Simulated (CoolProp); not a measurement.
Model: reference Helmholtz-energy equation of state, Schmidt 1985, in CoolProp.

Task: For oxygen, give the phase and the Joule-Thomson coefficient (K/MPa), isothermal compressibility (1/MPa), conductivity (mW/(m K)), fugacity coefficient at -78.05 °C and 18100 kPa.

Result: 
- -78.05 °C and 18100 kPa: supercritical; Joule-Thomson coefficient 1.13, isothermal compressibility 0.0374, conductivity 53.9, fugacity coefficient 0.566

Thermal conductivity comes from a separate model (Lemmon 2004).
